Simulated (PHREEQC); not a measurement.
## Copper plating or etch bath (model solution)

A solution holds 51 mmol/kgw CuCl2, 83 mmol/kgw HNO3 and 31 mmol/kgw NaCl, at 25 °C. Closed to the air; pH follows from the charge balance.

The numbers come from PHREEQC with the ion-association model, phreeqc.dat.

This is a speciation only: nothing precipitates in the calculation.

Problem. What pH, activity of water, density does the model give?

Solution. pH 1.18; activity of water 0.994; density 1.007 g/cm³.

Problem. In which forms is Cu present?

Solution. Cu+2 90 %, CuCl+ 9.4 % of the Cu.
